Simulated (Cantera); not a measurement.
Adiabatic ignition

An adiabatic, constant-volume homogeneous reactor starts with 5.87 % CH₄, 0.646 % C₂H₆, 26.0 % O₂, 67.5 % N₂, at 1575 K and 1.80 bar.

Model: GRI-Mech 3.0 (53 species, 325 reactions), integrated in Cantera.

| t (s) | T (K) | P (bar) | x CH₄ | x C₂H₆ | x O₂ | x C₂H | x H₂ | x CH₂O |
|---|---|---|---|---|---|---|---|---|
| 4.00e-6 | 1574 | 1.80 | 0.0587 | 0.00638 | 0.260 | <1e-12 | 2.99e-6 | 5.94e-6 |
| 1.23e-5 | 1573 | 1.80 | 0.0585 | 0.00618 | 0.259 | <1e-12 | 4.79e-5 | 7.66e-5 |
| 3.78e-5 | 1594 | 1.83 | 0.0546 | 0.00480 | 0.255 | 1.71e-10 | 0.00147 | 0.00157 |
| 0.000116 | 2866 | 3.38 | <1e-12 | <1e-12 | 0.114 | <1e-12 | 0.00513 | 1.18e-10 |
| 0.000357 | 2855 | 3.36 | <1e-12 | <1e-12 | 0.109 | <1e-12 | 0.00504 | 1.14e-10 |
| 0.00110 | 2841 | 3.34 | <1e-12 | <1e-12 | 0.104 | <1e-12 | 0.00495 | 1.09e-10 |
| 0.00337 | 2839 | 3.34 | <1e-12 | <1e-12 | 0.104 | <1e-12 | 0.00493 | 1.08e-10 |
| 0.0103 | 2839 | 3.34 | <1e-12 | <1e-12 | 0.104 | <1e-12 | 0.00493 | 1.08e-10 |
| 0.0318 | 2839 | 3.34 | <1e-12 | <1e-12 | 0.104 | <1e-12 | 0.00493 | 1.08e-10 |
| 0.0976 | 2839 | 3.34 | <1e-12 | <1e-12 | 0.104 | <1e-12 | 0.00493 | 1.08e-10 |
| 0.300 | 2839 | 3.34 | <1e-12 | <1e-12 | 0.104 | <1e-12 | 0.00493 | 1.08e-10 |
x: mole fraction; the columns are a selection and need not sum to one.

- time of steepest temperature rise = 62.9 µs
- temperature at 0.300 s = 2839 K
- equilibrium temperature = 2839 K
- x(CH₄) at 0.300 s = <1e-12 (gas-phase equilibrium <1e-12)
- x(C₂H₆) at 0.300 s = <1e-12 (gas-phase equilibrium <1e-12)
- x(O₂) at 0.300 s = 0.104 (gas-phase equilibrium 0.104)
